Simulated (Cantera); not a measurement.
A Cantera script and its output.

```python
import numpy as np
import cantera as ct

gas = ct.Solution("h2o2.yaml")
gas.TPX = 1225, 1333, {'H2': 0.064, 'O2': 1, 'N2': 0.34}
inlet = ct.Reservoir(gas, clone=True)

reactor = ct.IdealGasConstPressureReactor(gas, energy="off", clone=False)
exhaust = ct.Reservoir(gas, clone=True)
tau = [1.5, 0.36, 0.083, 0.019, 0.0045, 0.001, 0.00024][0]
for a, b in ((inlet, reactor), (reactor, exhaust)):
    ct.MassFlowController(a, b, mdot=lambda t: reactor.mass / tau)
net = ct.ReactorNet([reactor])
show = ['H2', 'O2', 'OH', 'H2O2', 'HO2']

rows = []
print(f"{'tau/s':>10s}{'T/K':>9s}" + "".join(f"{s:>11s}" for s in show))
for tau in [1.5, 0.36, 0.083, 0.019, 0.0045, 0.001, 0.00024]:
    net.initial_time = 0.0
    net.advance(30 * tau)
    before = gas.X
    net.advance(40 * tau)
    drift = np.max(np.abs(gas.X - before) / (gas.X + 1e-9))
    rows.append([gas.T, *gas[show].X, drift])
    print(f"{tau:10.3e}{gas.T:9.1f}" + "".join(f"{x:11.3e}" for x in gas[show].X))
```

Output:

```
     tau/s      T/K         H2         O2         OH       H2O2        HO2
 1.500e+00   1225.0  1.438e-04  7.028e-01  1.048e-03  5.414e-08  1.139e-06
 3.600e-01   1225.0  3.343e-04  6.994e-01  1.631e-03  6.833e-08  1.691e-06
 8.300e-02   1225.0  7.521e-04  6.928e-01  2.425e-03  7.903e-08  2.221e-06
 1.900e-02   1225.0  1.643e-03  6.851e-01  3.298e-03  9.055e-08  2.577e-06
 4.500e-03   1225.0  4.026e-03  6.827e-01  4.281e-03  1.208e-07  2.787e-06
 1.000e-03   1225.0  1.221e-02  6.882e-01  5.250e-03  1.734e-07  2.796e-06
 2.400e-04   1225.0  3.470e-02  7.043e-01  2.835e-03  8.004e-08  2.135e-06
```

Cantera simulation using the H2/O2 subset of GRI-Mech 3.0, which has no nitrogen chemistry; the numbers are that mechanism's predictions, not measurements. Radical loss at walls, strong at low pressure, is not modelled. The temperature is held fixed by assumption; the heat of reaction is taken as removed at once.
